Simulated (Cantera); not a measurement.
Cantera run, input and output.

```python
import numpy as np
import cantera as ct

gas = ct.Solution("gri30.yaml")
gas.TPX = 1450, 120, {'H2': 0.014, 'O2': 1}
reactor = ct.IdealGasConstPressureReactor(gas, energy="off", clone=False)
net = ct.ReactorNet([reactor])
net.rtol, net.atol = 1e-08, 1e-18
show = ['H2', 'O2', 'H', 'H2O2', 'OH']
times = np.geomspace(0.0002, 20, 14)

steps = ct.SolutionArray(gas, extra=["t"])
rows = []
print(f"{'t/s':>10s}{'T/K':>9s}{'P/Pa':>11s}" + "".join(f"{s:>11s}" for s in show))
for t in times:
    while net.time < t:
        t_next = net.step()
        steps.append(gas.state, t=t_next)
    rows.append([np.interp(t, steps.t, y) for y in (steps.T, steps.P, *steps(*show).X.T)])
    print(f"{t:10.3e}{rows[-1][0]:9.1f}{rows[-1][1]:11.4g}" + "".join(f"{x:11.3e}" for x in rows[-1][2:]))
rate = np.gradient(steps.T, steps.t)
print("integrator steps:", len(steps.t))
if steps.T.max() > steps.T[0] + 200:
    print(f"time of steepest temperature rise: {steps.t[rate.argmax()]:.4e} s")
gas.TPX = 1450, 120, {'H2': 0.014, 'O2': 1}
gas.equilibrate("TP")
print(f"equilibrium (TP): T = {gas.T:.1f} K  " + "  ".join(f"{s} {gas[s].X[0]:.3e}" for s in show))
```

Output:

```
       t/s      T/K       P/Pa         H2         O2          H       H2O2         OH
 2.000e-04   1450.0        120  1.381e-02  9.862e-01  7.055e-09  6.996e-13  4.254e-09
 4.849e-04   1450.0        120  1.381e-02  9.862e-01  1.107e-08  4.057e-12  1.743e-08
 1.176e-03   1450.0        120  1.381e-02  9.862e-01  1.736e-08  2.309e-11  6.123e-08
 2.850e-03   1450.0        120  1.381e-02  9.862e-01  4.084e-08  1.259e-10  2.365e-07
 6.910e-03   1450.0        120  1.380e-02  9.862e-01  2.485e-07  6.245e-10  1.778e-06
 1.675e-02   1450.0        120  1.360e-02  9.860e-01  1.545e-05  2.207e-09  1.140e-04
 4.062e-02   1450.0        120  3.191e-04  9.733e-01  5.998e-04  1.494e-09  2.562e-03
 9.848e-02   1450.0        120  7.254e-05  9.730e-01  4.870e-04  1.048e-09  2.010e-03
 2.388e-01   1450.0        120  7.233e-05  9.730e-01  4.848e-04  1.046e-09  2.007e-03
 5.789e-01   1450.0        120  7.183e-05  9.731e-01  4.796e-04  1.044e-09  2.000e-03
 1.403e+00   1450.0        120  7.065e-05  9.733e-01  4.672e-04  1.038e-09  1.984e-03
 3.403e+00   1450.0        120  6.789e-05  9.738e-01  4.388e-04  1.024e-09  1.945e-03
 8.249e+00   1450.0        120  6.181e-05  9.750e-01  3.787e-04  9.903e-10  1.857e-03
 2.000e+01   1450.0        120  4.994e-05  9.771e-01  2.716e-04  9.140e-10  1.671e-03
integrator steps: 571
equilibrium (TP): T = 1450.0 K  H2 3.834e-07  O2 9.860e-01  H 1.702e-07  H2O2 7.327e-11  OH 1.471e-04
```

Model: GRI-Mech 3.0 (53 species, 325 reactions), integrated in Cantera. Radical loss at walls, strong at low pressure, is not modelled.
